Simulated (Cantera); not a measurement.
Mixture: CH₄ : O₂ : N₂ = 1 : 1.18 : 3.88 (molar parts), equivalence ratio 1.7, at 19.0 bar, adiabatic and at constant volume. Ignition delay is the time to a rise of 400 K.

Computed with Cantera and GRI-Mech 3.0 (53 species, 325 reactions). The pressure lies above the range GRI-Mech 3.0 was tuned for (to about 10 atm).

Task: What does this change do: 0.17 parts CO2 added?

Result: 
| quantity | before | after |
|---|---|---|
| delay at 1173 K | 3.52 ms | 3.64 ms |
| delay at 1373 K | 0.369 ms | 0.386 ms |
| delay at 1573 K | 55.2 µs | 57.9 µs |
| delay at 1773 K | 10.8 µs | 11.3 µs |
| apparent activation energy between 1673 and 1873 K | 190 kJ/mol | 190 kJ/mol |

Task: What does this change do: N2 3.88 to 6.9 parts?

Result: 
| quantity | before | after |
|---|---|---|
| delay at 1173 K | 3.52 ms | 5.76 ms |
| delay at 1373 K | 0.369 ms | 0.641 ms |
| delay at 1573 K | 55.2 µs | 95.1 µs |
| delay at 1773 K | 10.8 µs | 17.4 µs |
| apparent activation energy between 1673 and 1873 K | 190 kJ/mol | 200 kJ/mol |
